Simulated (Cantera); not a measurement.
**Hydrocarbon pyrolysis for carbon deposition**

A perfectly stirred reactor is fed with C2H4 : H2 : N2 = 1 : 3.6 : 0.023 (molar parts), at 0.550 bar; it is held at 1773 K, and followed from long to short residence time.

Model: GRI-Mech 3.0 (53 species, 325 reactions), integrated in Cantera. GRI-Mech 3.0 was tuned for natural gas; its chemistry of ethylene as a main component is partial and can be far from experiment. GRI-Mech 3.0 stops at C3 and has no aromatics, soot or wall deposition, so with more carbon than oxygen in the feed, carbon stays in small species such as C2H2 where larger ones or solid carbon would form.

```csv
τ (s),x C2H4,x H2,x H,x CH3,x C2H6
3.7,0.00217,0.809,0.000347,1.00e-4,1.40e-6
1.2,0.00220,0.810,0.000347,9.61e-5,1.35e-6
0.36,0.00231,0.811,0.000346,8.40e-5,1.20e-6
0.11,0.00266,0.813,0.000339,5.74e-5,9.89e-7
0.036,0.00379,0.815,0.000309,2.81e-5,1.05e-6
0.011,0.00871,0.815,0.000231,1.10e-5,1.99e-6
0.0036,0.0272,0.812,0.000152,4.97e-6,4.78e-6
0.0011,0.0782,0.803,0.000107,2.71e-6,1.05e-5
0.00035,0.146,0.791,8.22e-5,1.66e-6,1.48e-5
0.00011,0.193,0.783,5.13e-5,7.87e-7,1.08e-5
```
x: mole fraction; the columns are a selection and need not sum to one.
